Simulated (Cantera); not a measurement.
An adiabatic, constant-pressure homogeneous reactor starts with C3H8 : O2 : N2 = 1 : 16 : 44.8 (molar parts), at 1425 K and 500000 Pa.

Model: GRI-Mech 3.0 (53 species, 325 reactions), integrated in Cantera. GRI-Mech 3.0 was tuned for natural gas; its chemistry of propane as a main component is partial and can be far from experiment.

**Question.** Predict: time of steepest temperature rise; temperature at 0.900 s; equilibrium temperature; x(O2) at 0.900 s; x(CO) at 0.900 s.

**Answer.** 
| Quantity | Result |
|---|---|
| time of steepest temperature rise | 58.2 µs |
| temperature at 0.900 s | 2238 K |
| equilibrium temperature | 2238 K |
| x(O2) at 0.900 s | 0.168 (gas-phase equilibrium 0.168) |
| x(CO) at 0.900 s | 0.000403 (gas-phase equilibrium 0.000403) |
